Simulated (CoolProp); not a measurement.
Saturation properties of ethanol (Tc = 514.7 K, pc = 6268 kPa, ω = 0.644).

The numbers come from the reference Helmholtz-energy equation of state, Schroeder 2014 in CoolProp.

```tsv
T (K)	p (kPa)	liquid density (kg/m³)	vapour Z	surface tension (mN/m)	vapour viscosity (µPa s)	liquid conductivity (mW/(m K))
320.7	26.12	765.3	0.9870	___	9.46	159
333.9	48.32	753.3	0.9802	18.4	9.86	___
347.2	85.06	740.7	0.9711	17.1	10.3	155
360.4	142.1	727.5	0.9594	15.8	10.6	153
373.6	227.7	713.5	0.9447	14.5	11.0	151
386.9	352.3	698.4	0.9268	13.2	11.4	149
400.1	525.2	682.0	0.9054	11.9	11.8	147
413.4	761.7	663.9	0.8802	10.6	12.2	144
426.6	1072	644.0	0.8511	___	12.7	142
439.8	1471	622.1	0.8176	___	13.1	140
```

**Question.** What belongs in the gaps?

**Answer.** 
- 320.7, surface tension (mN/m): 19.7
- 333.9, liquid conductivity (mW/(m K)): 157
- 426.6, surface tension (mN/m): 9.25
- 439.8, surface tension (mN/m): 7.91

It boils at 351.6 K under 1 atm.

Viscosity comes from a separate model (Kiselev 2005). Thermal conductivity comes from a separate model (Assael 2013). Surface tension comes from a separate correlation (Mulero 2012).
